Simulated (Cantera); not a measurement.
Input: 1 mol CH3SiH3, 0.29 mol C2H2, 520 mol H2, 2.7 mol CH4, equilibrated at 0.00870 bar.

These are equilibrium values from Cantera (NASA tables, ideal gas, pure condensed phases), not measurements of a reactor. Candidate condensed phases: C, C6H6, C7H8, C8H18, Si, SiC; 87 gas species. The feed counts by its element totals alone. Gases not in the tables: Si2H6 and higher silanes. Kinetics and transport are ignored.

Which condensed phases are stable at each of these points (T (K)): 1648, 1748, 1848, 1948, 2048, 2148, 2248, 2348, 2448, 2548?


```csv
T (K),condensed phases,Si condensed (%)
1648,C(graphite) + SiC(s),100.0
1748,C(graphite) + SiC(s),99.8
1848,C(graphite) + SiC(s),98.6
1948,C(graphite) + SiC(s),92.5
2048,C(graphite) + SiC(s),63.9
2148,C(graphite),0.0
2248,C(graphite),0.0
2348,gas only,0.0
2448,gas only,0.0
2548,gas only,0.0
```

From 1648 K to 2048 K the condensed part is C(graphite) + SiC(s). From 2148 K to 2248 K the condensed part is C(graphite). From 2348 K to 2548 K nothing is condensed.
